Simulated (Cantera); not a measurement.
Input (Python, Cantera) and output of one run.

```python
import numpy as np
import cantera as ct

gas_names = """
    AL ALC ALH ALN AL2 C CH CH2 CH3 CH4 CN C2 C2H C2H2,acetylene C2H2,vinylidene C2H3,vinyl CH3CN C2H4
    C2H5 C2H6 CCN CNC C2N2 C3 C3H3,propargyl C3H4,allene C3H4,propyne C3H4,cyclo- C3H5,allyl
    C3H6,propylene C3H6,cyclo- C3H7,n-propyl C3H7,i-propyl C3H8 C4 C4H2 C4H4,1,3-cyclo- C4H6,butadiene
    C4H6,2-butyne C4H6,cyclo- C4H8,1-butene C4H8,cis2-buten C4H8,tr2-butene C4H8,isobutene C4H8,cyclo-
    C4H9,n-butyl C4H9,i-butyl C4H9,s-butyl C4H9,t-butyl C4H10,isobutane C4H10,n-butane C4N2 C5
    C5H6,1,3cyclo- C5H8,cyclo- C5H10,1-pentene C5H10,cyclo- C5H11,pentyl C5H11,t-pentyl C5H12,n-pentane
    C5H12,i-pentane CH3C(CH3)2CH3 C6H2 C6H5,phenyl C6H6 C6H10,cyclo- C6H12,1-hexene C6H12,cyclo-
    C6H13,n-hexyl C7H7,benzyl C7H8 C7H14,1-heptene C7H15,n-heptyl C7H16,n-heptane C8H8,styrene
    C8H10,ethylbenz C8H16,1-octene C8H17,n-octyl C8H18,isooctane C8H18,n-octane C9H19,n-nonyl
    C10H8,naphthale C10H21,n-decyl C12H9,o-bipheny C12H10,bipheny H HCN HCCN HNC H2 N NH NH2 NH3 N2 N2H2
    N2H4
""".split()
cond_names = """
    AL(cr) AL(L) ALN(s) C(gr) C6H6(L) C7H8(L) C8H18(L),n-octa
""".split()


def load(file, names, dense=False):
    # The tables refer to 1 bar. Condensed volumes are neglected.
    table = {s.name: s for s in ct.Species.list_from_file(file)}
    out = []
    for n in names:
        d = dict(table[n].input_data)
        d["thermo"] = dict(d["thermo"], **{"reference-pressure": 1e5})
        if dense:
            d["equation-of-state"] = {"model": "constant-volume", "density": "1e6 g/cm^3"}
        out.append(ct.Species.from_dict(d))
    return out


gas = ct.Solution(thermo="ideal-gas", species=load("nasa_gas.yaml", gas_names))
cond = {s.name: ct.Solution(thermo="fixed-stoichiometry", species=[s], name=s.name)
        for s in load("nasa_condensed.yaml", cond_names, dense=True)}
atoms = {
    'Al(CH3)3': {'AL': 1, 'C': 3, 'H': 9},
    'NH3': {'N': 1, 'H': 3},
    'H2': {'H': 2},
    'N2': {'N': 2},
}
top_T = {'ALN(s)': 2750, 'C(gr)': 4500}  # K; cautious upper limits of use, not melting points


def equilibrate(T, P, feed):
    n = {}
    for name, mol in feed.items():
        for a, k in atoms[name].items():
            n[a] = n.get(a, 0.0) + k * mol
    gas.TPX = T, P, n
    mass = sum(n.values()) * gas.mean_molecular_weight
    gas.equilibrate("TP")
    valid = [c for c in cond.values() if c.min_temp <= T <= top_T.get(c.name, c.max_temp)]
    mix = ct.Mixture([(gas, mass / gas.mean_molecular_weight)] + [(c, 0.0) for c in valid])
    mix.T, mix.P = T, P
    mix.equilibrate("TP", solver="vcs", rtol=1e-11, max_steps=5000)
    return mix


results = []
P = 13332.2  # Pa
for T in [1675, 1725, 1775, 1825, 1875, 1925, 1975, 2025, 2075, 2125]:
    for m in [2.9, 4.6, 7.3, 11, 18, 28, 44, 70, 110, 170, 270]:
        feed = {'Al(CH3)3': 1, 'NH3': m, 'H2': 7, 'N2': 98}  # mol
        mix = equilibrate(T, P, feed)
        results.append((T, P, feed, dict(zip(mix.species_names, mix.species_moles))))

for T, P, feed, n in results:
    print(f"{T:7g} {feed['NH3']:10.4g}  " + (" + ".join(c for c in cond_names if n.get(c, 0) > 1e-12) or "gas only"))
```

It prints:

```
   1675        2.9  ALN(s) + C(gr)
   1675        4.6  ALN(s) + C(gr)
   1675        7.3  ALN(s) + C(gr)
   1675         11  ALN(s) + C(gr)
   1675         18  ALN(s) + C(gr)
   1675         28  ALN(s) + C(gr)
   1675         44  ALN(s) + C(gr)
   1675         70  ALN(s) + C(gr)
   1675        110  ALN(s) + C(gr)
   1675        170  ALN(s) + C(gr)
   1675        270  ALN(s) + C(gr)
   1725        2.9  ALN(s) + C(gr)
   1725        4.6  ALN(s) + C(gr)
   1725        7.3  ALN(s) + C(gr)
   1725         11  ALN(s) + C(gr)
   1725         18  ALN(s) + C(gr)
   1725         28  ALN(s) + C(gr)
   1725         44  ALN(s) + C(gr)
   1725         70  ALN(s) + C(gr)
   1725        110  ALN(s) + C(gr)
   1725        170  ALN(s) + C(gr)
   1725        270  ALN(s) + C(gr)
   1775        2.9  ALN(s) + C(gr)
   1775        4.6  ALN(s) + C(gr)
   1775        7.3  ALN(s) + C(gr)
   1775         11  ALN(s) + C(gr)
   1775         18  ALN(s) + C(gr)
   1775         28  ALN(s) + C(gr)
   1775         44  ALN(s) + C(gr)
   1775         70  ALN(s) + C(gr)
   1775        110  ALN(s) + C(gr)
   1775        170  ALN(s) + C(gr)
   1775        270  ALN(s) + C(gr)
   1825        2.9  ALN(s) + C(gr)
   1825        4.6  ALN(s) + C(gr)
   1825        7.3  ALN(s) + C(gr)
   1825         11  ALN(s) + C(gr)
   1825         18  ALN(s) + C(gr)
   1825         28  ALN(s) + C(gr)
   1825         44  ALN(s) + C(gr)
   1825         70  ALN(s) + C(gr)
   1825        110  ALN(s) + C(gr)
   1825        170  ALN(s) + C(gr)
   1825        270  ALN(s) + C(gr)
   1875        2.9  ALN(s) + C(gr)
   1875        4.6  ALN(s) + C(gr)
   1875        7.3  ALN(s) + C(gr)
   1875         11  ALN(s) + C(gr)
   1875         18  ALN(s) + C(gr)
   1875         28  ALN(s) + C(gr)
   1875         44  ALN(s) + C(gr)
   1875         70  ALN(s) + C(gr)
   1875        110  ALN(s) + C(gr)
   1875        170  ALN(s) + C(gr)
   1875        270  ALN(s)
   1925        2.9  ALN(s) + C(gr)
   1925        4.6  ALN(s) + C(gr)
   1925        7.3  ALN(s) + C(gr)
   1925         11  ALN(s) + C(gr)
   1925         18  ALN(s) + C(gr)
   1925         28  ALN(s) + C(gr)
   1925         44  ALN(s) + C(gr)
   1925         70  ALN(s) + C(gr)
   1925        110  ALN(s) + C(gr)
   1925        170  ALN(s) + C(gr)
   1925        270  ALN(s)
   1975        2.9  ALN(s) + C(gr)
   1975        4.6  ALN(s) + C(gr)
   1975        7.3  ALN(s) + C(gr)
   1975         11  ALN(s) + C(gr)
   1975         18  ALN(s) + C(gr)
   1975         28  ALN(s) + C(gr)
   1975         44  ALN(s) + C(gr)
   1975         70  ALN(s) + C(gr)
   1975        110  ALN(s) + C(gr)
   1975        170  ALN(s)
   1975        270  ALN(s)
   2025        2.9  ALN(s) + C(gr)
   2025        4.6  ALN(s) + C(gr)
   2025        7.3  ALN(s) + C(gr)
   2025         11  ALN(s) + C(gr)
   2025         18  ALN(s) + C(gr)
   2025         28  ALN(s) + C(gr)
   2025         44  ALN(s) + C(gr)
   2025         70  ALN(s) + C(gr)
   2025        110  ALN(s)
   2025        170  ALN(s)
   2025        270  ALN(s)
   2075        2.9  ALN(s) + C(gr)
   2075        4.6  ALN(s) + C(gr)
   2075        7.3  ALN(s) + C(gr)
   2075         11  ALN(s) + C(gr)
   2075         18  ALN(s) + C(gr)
   2075         28  ALN(s) + C(gr)
   2075         44  ALN(s) + C(gr)
   2075         70  ALN(s) + C(gr)
   2075        110  ALN(s)
   2075        170  gas only
   2075        270  gas only
   2125        2.9  ALN(s) + C(gr)
   2125        4.6  ALN(s) + C(gr)
   2125        7.3  ALN(s) + C(gr)
   2125         11  ALN(s) + C(gr)
   2125         18  ALN(s) + C(gr)
   2125         28  ALN(s) + C(gr)
   2125         44  C(gr)
   2125         70  gas only
   2125        110  gas only
   2125        170  gas only
   2125        270  gas only
```

Cantera equilibrium calculation (NASA polynomials, part measured and part estimated; ideal gas, pure solids and liquids). The feed counts by its element totals alone.
